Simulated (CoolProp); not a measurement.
Vapour-liquid equilibrium of R134a (1) + R152A (2) at 198.4 K; x and y are mole fractions of (1).

The numbers come from the multi-fluid Helmholtz-energy mixture model, Tillner-Roth 1994 and Outcalt 1996; pair parameters Lemmon 2004 in CoolProp.

Task: Give the bubble pressure and the first vapour's composition at x = 0.35, 0.5, 0.875. Is there an azeotrope?

Result: x = 0.35: 4.983 kPa, y = 0.332; x = 0.5: 4.967 kPa, y = 0.511; x = 0.875: 5.361 kPa, y = 0.907. y crosses x between x = 0.425 and 0.5: the model has an azeotrope there.

Pair parameters are fitted to limited data, so mixtures are less certain than the pure fluids.
